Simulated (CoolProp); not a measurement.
Model: reference Helmholtz-energy equation of state, Platzer 1990, in CoolProp. This equation is an older, rougher fit; its heat capacities, sound speeds and derivatives of the liquid may be far off and weren't checked against measurements.

Problem. Give the vapour pressure (bar), liquid density (kg/m³), surface tension (mN/m) of saturated CF4 (R14) at 155.6, 164.2 K.

Solution. 
| T (K) | p (bar) | liquid density (kg/m³) | surface tension (mN/m) |
|---|---|---|---|
| 155.6 | 2.01 | 1550 | 10.1 |
| 164.2 | 3.27 | 1500 | 8.66 |

Surface tension comes from a separate correlation (Mulero 2012).
